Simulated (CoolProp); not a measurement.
Model: reference Helmholtz-energy equation of state, Gao 2020, in CoolProp.

Task: For ammonia, give the phase and the density (kg/m³), isothermal compressibility (1/MPa), fugacity coefficient at 175.35 °C and 10.3 MPa; 175.35 °C and 31 MPa.

Result: 
- 175.35 °C and 10.3 MPa: gas; density 64.4, isothermal compressibility 0.139, fugacity coefficient 0.779
- 175.35 °C and 31 MPa: supercritical; density 361, isothermal compressibility 0.0175, fugacity coefficient 0.450
